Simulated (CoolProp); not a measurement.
Vapour-liquid equilibrium of p-xylene (1) + n-decane (2) at 374.9 K; x and y are mole fractions of (1).

Computed with CoolProp (multi-fluid Helmholtz-energy mixture model, Zhou 2012 and Lemmon 2006; pair parameters Bell 2016).

### Question
Give the bubble pressure and the first vapour's composition at x = 0.05, 0.35, 0.5. Is there an azeotrope?

### Answer
x = 0.05: 0.1164 bar, y = 0.161; x = 0.35: 0.1926 bar, y = 0.645; x = 0.5: 0.2277 bar, y = 0.764. No azeotrope shows between x = 0.05 and 0.95.

Pair parameters are fitted to limited data, so mixtures are less certain than the pure fluids.
